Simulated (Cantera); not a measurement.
Input: 1 mol CH3F, 0.011 mol F2, held at 2273.15 K and 96.0 Pa.

Method: chemical equilibrium by Gibbs-energy minimisation in Cantera with the NASA 1993 tables (ideal gas, pure condensed phases). Candidate condensed phases: C, C6H6, C7H8, C8H18; 95 gas species. Rates play no part.

Base state: HF 0.466, H2 0.368, H 0.165, C2H2 (acetylene) 0.00139, F 0.000228, C2H 2.62e-5, C3 1.05e-5 (mole fractions); condensed: C(graphite).

Task: What changes in the equilibrium state with this change: temperature from 2273.15 K to 3375 K?

Result: 
```tsv
species	before	after
H	0.165	0.606
F	0.000228	0.173
C	5.60e-6	0.138
HF	0.466	0.0459
H2	0.368	0.00182
C2	9.32e-7	0.0149
C3	1.05e-5	0.0150
C4	2.41e-9	1.47e-5
CF	3.43e-6	0.00439
C(graphite), mol	0.994	0
```

Task: What changes in the equilibrium state with this change: temperature from 2273.15 K to 1325 K?

Result: 
```csv
species,before,after
HF,0.466,0.508
H2,0.368,0.492
H,0.165,3.70e-5
F,0.000228,<1e-9
C2H,2.62e-5,<1e-9
"C(graphite), mol",0.994,1.000
```
